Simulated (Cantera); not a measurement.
Charge: 1 mol CH3F, 0.42 mol CH4, 19 mol H2, held at 2598.15 K and 77000 Pa.

These are equilibrium values from Cantera (NASA tables, ideal gas, pure condensed phases), not measurements of a reactor. Equilibrium is a limit: real reactors are often held back by kinetics, nucleation or transport.

```csv
species,before,after
H2,0.899,0.953
HF,0.0448,0.0458
CH4,8.02e-5,0.000643
H,0.0412,0.000254
C2H2 (acetylene),0.0145,0.000108
C2H,5.81e-5,<1e-9
C4H2,9.66e-5,4.78e-9
C2H2 (vinylidene),1.55e-5,2.09e-9
CH3,6.46e-5,3.48e-6
"C(graphite), mol",0.758,1.40
```
Gas species are given as mole fractions.

Name the change that produced these shifts.
A. temperature from 2598.15 K to 1748 K
B. pressure from 77000 Pa to 1000 Pa
C. temperature from 2598.15 K to 2298.15 K
D. pressure from 77000 Pa to 180 Pa

A, temperature from 2598.15 K to 1748 K
